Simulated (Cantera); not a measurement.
Input (Python, Cantera):

```python
import numpy as np
import cantera as ct

gas = ct.Solution("gri30.yaml")
gas.TPX = 475, 190000, {'CH3OH': 1, 'O2': 1, 'N2': 3.76}
flame = ct.FreeFlame(gas, width=0.026)
flame.set_refine_criteria(ratio=3, slope=0.08, curve=0.16)
flame.transport_model = "mixture-averaged"
flame.solve(loglevel=0, auto=True)
z, T = flame.grid, flame.T
thick = (T[-1] - T[0]) / np.gradient(T, z).max()
show = ['CH3OH', 'O2', 'HCN', 'CO', 'CH2', 'H2']
print(f"laminar burning velocity  {flame.velocity[0] * 100:.3f} cm/s")
print(f"burnt temperature         {T[-1]:.1f} K")
print(f"thermal thickness         {thick * 1e3:.4f} mm")
print(f"grid points               {len(z)}")
z0 = z[flame.heat_release_rate.argmax()]
print(f"{'z/mm':>9s}{'T/K':>9s}{'u/(m/s)':>9s}" + "".join(f"{s:>11s}" for s in show))
rows = []
for k in (-3, -2, -1.5, -1, -0.5, -0.25, 0, 0.25, 0.5, 1, 2, 4, 8):
    zz = z0 + k * thick
    rows.append([k * thick, np.interp(zz, z, T), np.interp(zz, z, flame.velocity),
                 *(np.interp(zz, z, flame.X[gas.species_index(s)]) for s in show)])
    print(f"{rows[-1][0] * 1e3:9.3f}{rows[-1][1]:9.1f}{rows[-1][2]:9.3f}" + "".join(f"{x:11.3e}" for x in rows[-1][3:]))
```

Result:

```
laminar burning velocity  84.143 cm/s
burnt temperature         2086.5 K
thermal thickness         0.1480 mm
grid points               151
     z/mm      T/K  u/(m/s)      CH3OH         O2        HCN         CO        CH2         H2
   -0.444    475.6    0.847  1.726e-01  1.726e-01  2.985e-11  2.728e-05  7.755e-27  5.728e-03
   -0.296    479.5    0.861  1.712e-01  1.709e-01  3.104e-10  2.089e-04  4.099e-24  1.355e-02
   -0.222    495.4    0.898  1.688e-01  1.681e-01  1.995e-09  9.851e-04  5.574e-21  2.269e-02
   -0.148    587.8    1.089  1.596e-01  1.582e-01  1.825e-08  6.059e-03  1.167e-16  3.868e-02
   -0.074    972.1    1.896  1.161e-01  1.212e-01  1.404e-07  3.313e-02  8.191e-11  6.135e-02
   -0.037   1330.2    2.702  6.411e-02  8.412e-02  3.092e-07  6.486e-02  2.176e-07  7.322e-02
    0.000   1688.3    3.569  1.030e-02  4.568e-02  5.987e-07  1.028e-01  1.364e-05  7.938e-02
    0.037   1826.1    3.893  1.749e-04  2.308e-02  8.539e-07  1.090e-01  7.833e-06  7.019e-02
    0.074   1873.6    3.983  1.066e-06  1.060e-02  8.079e-07  1.013e-01  1.666e-06  6.264e-02
    0.148   1922.4    4.063  1.637e-08  2.642e-03  5.289e-07  9.069e-02  9.421e-08  6.041e-02
    0.296   1968.6    4.138  8.533e-11  8.180e-04  2.331e-07  8.417e-02  6.391e-10  6.285e-02
    0.592   2011.6    4.216  1.473e-13  3.876e-04  7.645e-08  8.316e-02  9.518e-13  6.422e-02
    1.184   2045.9    4.280  6.480e-14  1.551e-04  2.203e-08  8.390e-02  1.314e-13  6.464e-02
```

Computed with Cantera and GRI-Mech 3.0 (53 species, 325 reactions). GRI-Mech 3.0 was tuned for natural gas; its chemistry of methanol as a main component is partial and can be far from experiment. Burning velocities carry a grid error of a few per cent, more on coarse grids.
